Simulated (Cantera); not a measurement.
An adiabatic, constant-volume homogeneous reactor starts with 14.5 % CO, 8.55 % H₂, 14.8 % O₂, 55.5 % N₂, 6.67 % H₂O, at 1723 K and 525 Torr.

Cantera simulation using GRI-Mech 3.0 (53 species, 325 reactions); the numbers are that mechanism's predictions, not measurements.

One state of this run: T (K) = 2796; P (bar) = 1.06; x CO = 0.0590; x H₂ = 0.0117; x O₂ = 0.0577; x OH = 0.0274; x H₂O = 0.133; x N₂O = 6.49e-7. x: mole fraction; the columns are a selection and need not sum to one.

### Question
Which value of t (s) does it belong to?
(A) 0.000423
(B) 1.52e-5
(C) 0.000140
(D) 5.00e-6

### Answer
A, 0.000423
